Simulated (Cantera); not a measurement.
**Premixed flame**

A freely propagating, adiabatic, planar premixed flame of 7.43 % CH3OH, 15.9 % O2, 76.5 % N2, 0.126 % H2, equivalence ratio 0.70, unburnt at 675 K and 4.30 bar; mixture-averaged transport, grid criteria slope 0.08 and curve 0.16, no radiation.

Cantera simulation using GRI-Mech 3.0 (53 species, 325 reactions); the numbers are that mechanism's predictions, not measurements. GRI-Mech 3.0 was tuned for natural gas; its chemistry of methanol as a main component is partial and can be far from experiment. Burning velocities carry a grid error of a few per cent, more on coarse grids.

```tsv
z (mm)	T (K)	u (m/s)	x CH3OH	x O2	x CO	x C2H6	x C2H	x H2
-0.507	678	0.414	0.0742	0.159	6.52e-5	<1e-8	<1e-8	0.00223
-0.338	686	0.420	0.0737	0.158	0.000301	<1e-8	<1e-8	0.00307
-0.254	708	0.434	0.0727	0.156	0.000896	<1e-8	<1e-8	0.00385
-0.169	792	0.489	0.0679	0.148	0.00333	<1e-8	<1e-8	0.00503
-0.0845	1072	0.673	0.0477	0.123	0.0122	<1e-8	<1e-8	0.00661
-0.0423	1339	0.853	0.0244	0.0983	0.0214	<1e-8	<1e-8	0.00742
0	1640	1.05	0.00188	0.0704	0.0289	<1e-8	<1e-8	0.00640
0.0423	1773	1.14	1.84e-6	0.0561	0.0183	<1e-8	<1e-8	0.00293
0.0845	1842	1.17	<1e-8	0.0508	0.0105	<1e-8	<1e-8	0.00187
0.169	1910	1.21	<1e-8	0.0472	0.00443	<1e-8	<1e-8	0.00108
0.338	1952	1.24	<1e-8	0.0456	0.00148	<1e-8	<1e-8	0.000439
0.676	1969	1.25	<1e-8	0.0451	0.000434	<1e-8	<1e-8	0.000148
1.35	1973	1.25	<1e-8	0.0451	0.000196	<1e-8	<1e-8	8.40e-5
```
x: mole fraction of selected species; z is measured from the peak of heat release.

```
Item                         Result
------------------------  ---------
laminar burning velocity  41.2 cm/s
thermal thickness          0.169 mm
peak x(CO)                   0.0291
peak x(C2H6)                1.11e-8
peak x(C2H)                   <1e-8
grid points                     132
```
